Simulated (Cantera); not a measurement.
An isothermal, constant-pressure homogeneous reactor starts with CH₄ : H₂ : N₂ = 0.034 : 1 : 0.00012 (molar parts), at 2275 K and 0.0267 bar. Integrator tolerance rtol = 1e-08.

Computed with Cantera and GRI-Mech 3.0 (53 species, 325 reactions). GRI-Mech 3.0 stops at C3 and has no aromatics, soot or wall deposition, so with more carbon than oxygen in the feed, carbon stays in small species such as C2H2 where larger ones or solid carbon would form. Radical loss at walls, strong at low pressure, is not modelled.

Q: What does this change do: pressure from 0.0267 bar to 0.0133 bar?

A: 
```json
[
 {"quantity": "x(CH₄) at 1.00 s", "before": "1.08e-5 (gas-phase equilibrium 1.08e-5)", "after": "6.05e-6 (gas-phase equilibrium 5.21e-6)"},
 {"quantity": "x(H₂) at 1.00 s", "before": "0.934 (gas-phase equilibrium 0.934)", "after": "0.919 (gas-phase equilibrium 0.914)"},
 {"quantity": "x(CH₂) at 1.00 s", "before": "8.86e-7 (gas-phase equilibrium 8.90e-7)", "after": "8.73e-7 (gas-phase equilibrium 8.75e-7)"},
 {"quantity": "x(C₂H) at 1.00 s", "before": "3.54e-5 (gas-phase equilibrium 3.52e-5)", "after": "4.66e-5 (gas-phase equilibrium 4.98e-5)"},
 {"quantity": "x(H) at 1.00 s", "before": "0.0506 (gas-phase equilibrium 0.0506)", "after": "0.0660 (gas-phase equilibrium 0.0708)"},
 {"quantity": "x(HCN) at 1.00 s", "before": "2.42e-7 (gas-phase equilibrium 0.000209)", "after": "1.73e-7 (gas-phase equilibrium 0.000207)"}
]
```

Q: What does this change do: pressure from 0.0267 bar to 0.133 bar?

A: 
| quantity | before | after |
|---|---|---|
| x(CH₄) at 1.00 s | 1.08e-5 (gas-phase equilibrium 1.08e-5) | 5.69e-5 (gas-phase equilibrium 5.69e-5) |
| x(H₂) at 1.00 s | 0.934 (gas-phase equilibrium 0.934) | 0.961 (gas-phase equilibrium 0.961) |
| x(CH₂) at 1.00 s | 8.86e-7 (gas-phase equilibrium 8.90e-7) | 9.08e-7 (gas-phase equilibrium 9.09e-7) |
| x(C₂H) at 1.00 s | 3.54e-5 (gas-phase equilibrium 3.52e-5) | 1.58e-5 (gas-phase equilibrium 1.57e-5) |
| x(H) at 1.00 s | 0.0506 (gas-phase equilibrium 0.0506) | 0.0230 (gas-phase equilibrium 0.0230) |
| x(HCN) at 1.00 s | 2.42e-7 (gas-phase equilibrium 0.000209) | 4.31e-7 (gas-phase equilibrium 0.000212) |
